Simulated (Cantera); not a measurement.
**V2O3 + H2 + H2O (hydrogen reduction and annealing atmospheres)**

A closed system holds: 1 mol V2O3, 16 mol H2, 0.23 mol H2O, held at 2123.15 K.

Cantera equilibrium calculation (NASA polynomials, part measured and part estimated; ideal gas, pure solids and liquids). Candidate condensed phases: H2O, V, VO, V2O3, V2O4, V2O5; 12 gas species. Mutual solubility and eutectic melting of coexisting phases are not modelled. VO: taken at fixed stoichiometry. Condensed phases not in the tables: the oxides between V2O3 and V2O5 other than VO2. Equilibrium is a limit: real reactors are often held back by kinetics, nucleation or transport.

```json
[
 {"P (Pa)": "10", "x H2": "0.618", "x H": "0.282", "x VO2": "0.0545", "x H2O": "0.00568", "x VO": "0.0370", "n VO(l)": "0", "n V2O3(s)": "0"},
 {"P (Pa)": "68", "x H2": "0.795", "x H": "0.123", "x VO2": "0.0503", "x H2O": "0.0160", "x VO": "0.0156", "n VO(l)": "0.765", "n V2O3(s)": "0"},
 {"P (Pa)": "460", "x H2": "0.885", "x H": "0.0498", "x VO2": "0.0185", "x H2O": "0.0444", "x VO": "0.00230", "n VO(l)": "1.34", "n V2O3(s)": "0.155"},
 {"P (Pa)": "3200", "x H2": "0.931", "x H": "0.0194", "x VO2": "0.00266", "x H2O": "0.0467", "x VO": "0.000331", "n VO(l)": "1.12", "n V2O3(s)": "0.416"},
 {"P (Pa)": "22000", "x H2": "0.945", "x H": "0.00744", "x VO2": "0.000387", "x H2O": "0.0474", "x VO": "4.82e-5", "n VO(l)": "1.09", "n V2O3(s)": "0.450"},
 {"P (Pa)": "150000", "x H2": "0.949", "x H": "0.00286", "x VO2": "5.68e-5", "x H2O": "0.0477", "x VO": "7.06e-6", "n VO(l)": "1.09", "n V2O3(s)": "0.454"},
 {"P (Pa)": "1000000", "x H2": "0.951", "x H": "0.00111", "x VO2": "8.51e-6", "x H2O": "0.0477", "x VO": "1.06e-6", "n VO(l)": "1.09", "n V2O3(s)": "0.454"}
]
```
x: gas mole fraction; n: condensed amount in mol.

At 10.0 Pa nothing is condensed. At 68.0 Pa the condensed part is VO(l). From 4.60 mbar to 10.0 bar the condensed part is VO(l) + V2O3(s). The main V-bearing gas is VO2 throughout. The share of V in condensed phases is highest at 10.0 bar (100.0 %) and lowest at 10.0 Pa (0.0 %).
